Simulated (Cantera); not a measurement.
What does this Cantera script print?

```python
import numpy as np
import cantera as ct

gas = ct.Solution("gri30.yaml")
gas.TPX = 1275, 500000, {'CH4': 1, 'O2': 2.86, 'N2': 10.7}
reactor = ct.IdealGasConstPressureReactor(gas, energy="on", clone=False)
net = ct.ReactorNet([reactor])
net.rtol, net.atol = 1e-08, 1e-16
show = ['CH4', 'O2', 'HO2', 'C2H2', 'C2H4', 'OH']
times = np.geomspace(2e-06, 2, 13)

steps = ct.SolutionArray(gas, extra=["t"])
rows = []
print(f"{'t/s':>10s}{'T/K':>9s}{'P/Pa':>11s}" + "".join(f"{s:>11s}" for s in show))
for t in times:
    while net.time < t:
        t_next = net.step()
        steps.append(gas.state, t=t_next)
    rows.append([np.interp(t, steps.t, y) for y in (steps.T, steps.P, *steps(*show).X.T)])
    print(f"{t:10.3e}{rows[-1][0]:9.1f}{rows[-1][1]:11.4g}" + "".join(f"{x:11.3e}" for x in rows[-1][2:]))
rate = np.gradient(steps.T, steps.t)
print("integrator steps:", len(steps.t))
if steps.T.max() > steps.T[0] + 200:
    print(f"time of steepest temperature rise: {steps.t[rate.argmax()]:.4e} s")
gas.TPX = 1275, 500000, {'CH4': 1, 'O2': 2.86, 'N2': 10.7}
gas.equilibrate("HP")
print(f"equilibrium (HP): T = {gas.T:.1f} K  " + "  ".join(f"{s} {gas[s].X[0]:.3e}" for s in show))
```

It prints:

```
       t/s      T/K       P/Pa        CH4         O2        HO2       C2H2       C2H4         OH
 2.000e-06   1275.0      5e+05  6.868e-02  1.964e-01  2.344e-08  1.491e-22  2.219e-15  4.876e-11
 6.325e-06   1275.0      5e+05  6.868e-02  1.964e-01  7.344e-08  2.504e-20  1.089e-13  1.266e-10
 2.000e-05   1275.0      5e+05  6.868e-02  1.964e-01  2.254e-07  3.377e-18  4.475e-12  4.530e-10
 6.325e-05   1275.0      5e+05  6.868e-02  1.964e-01  6.454e-07  5.693e-16  2.273e-10  2.074e-09
 2.000e-04   1275.0      5e+05  6.867e-02  1.964e-01  1.392e-06  2.550e-13  2.119e-08  1.156e-08
 6.325e-04   1275.6      5e+05  6.854e-02  1.963e-01  2.489e-06  9.171e-11  8.943e-07  3.292e-08
 2.000e-03   1282.0      5e+05  6.731e-02  1.955e-01  1.090e-05  1.537e-08  2.484e-05  1.670e-07
 6.325e-03   2548.0      5e+05  1.447e-17  5.570e-02  1.016e-05  1.632e-21  8.702e-27  9.175e-03
 2.000e-02   2540.1      5e+05  1.398e-17  5.337e-02  9.656e-06  1.476e-21  8.020e-27  8.873e-03
 6.325e-02   2540.0      5e+05  1.397e-17  5.334e-02  9.649e-06  1.474e-21  8.010e-27  8.869e-03
 2.000e-01   2540.0      5e+05  1.397e-17  5.334e-02  9.649e-06  1.474e-21  8.010e-27  8.869e-03
 6.325e-01   2540.0      5e+05  1.397e-17  5.334e-02  9.649e-06  1.474e-21  8.010e-27  8.869e-03
 2.000e+00   2540.0      5e+05  1.397e-17  5.334e-02  9.649e-06  1.474e-21  8.010e-27  8.869e-03
integrator steps: 2156
time of steepest temperature rise: 3.2800e-03 s
equilibrium (HP): T = 2540.0 K  CH4 1.970e-17  O2 5.334e-02  HO2 9.649e-06  C2H2 1.666e-21  C2H4 9.553e-27  OH 8.869e-03
```

Detailed kinetics in Cantera: GRI-Mech 3.0 (53 species, 325 reactions).
